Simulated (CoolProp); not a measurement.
Values from CoolProp's reference Helmholtz-energy equation of state, Thol 2019.

Q: For n-hexane, give the phase and the conductivity (mW/(m K)), Prandtl number at 207.1 K and 0.101 MPa; 384.1 K and 0.101 MPa; 413.6 K and 0.101 MPa.

A: 
- 207.1 K and 0.101 MPa: liquid; conductivity 153, Prandtl number 13.1
- 384.1 K and 0.101 MPa: gas; conductivity 21.8, Prandtl number 0.768
- 413.6 K and 0.101 MPa: gas; conductivity 25.0, Prandtl number 0.763

Viscosity comes from a separate model (Michailidou 2013). Thermal conductivity comes from a separate model (Assael 2013).
